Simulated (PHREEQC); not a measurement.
**Buffer**

Make-up at 30 °C: 1 mmol/kgw H3BO3, 15 mmol/kgw NH3 and 38 mmol/kgw KCl. Closed to the air; pH follows from the charge balance.

Model: ion-association model, wateq4f.dat, run in PHREEQC.

Each row changes one thing in this solution. Precipitation was switched off in this run.

```
case                                   pH  ionic strength (mol/kgw)  NH3 (mol/kgw)  NH4+ (mol/kgw)  H2BO3- (mol/kgw)  H3BO3 (mol/kgw)
----------------------------------  -----  ------------------------  -------------  --------------  ----------------  ---------------
as made                             10.22                    0.0392         0.0138         0.00122          0.000929          7.13e-5
temperature from 30 to 55 °C         9.58                    0.0391         0.0139         0.00114          0.000817         0.000183
KCl left out                        10.19                   0.00114         0.0138         0.00114          0.000911          8.92e-5
0.051 mol/kgw HBr added              1.52                    0.0890       3.19e-10          0.0150          2.86e-11          0.00100
H3BO3 from 0.001 to 0.0009 mol/kgw  10.25                    0.0391         0.0138         0.00115          0.000840          6.04e-5
KCl from 0.038 to 0.0038 mol/kgw    10.20                   0.00496         0.0138         0.00116          0.000916          8.44e-5
```

Complexes and solids missing from the database can't appear. At this temperature some constants are extrapolated from 25 °C, and those without enthalpy data are left unchanged.
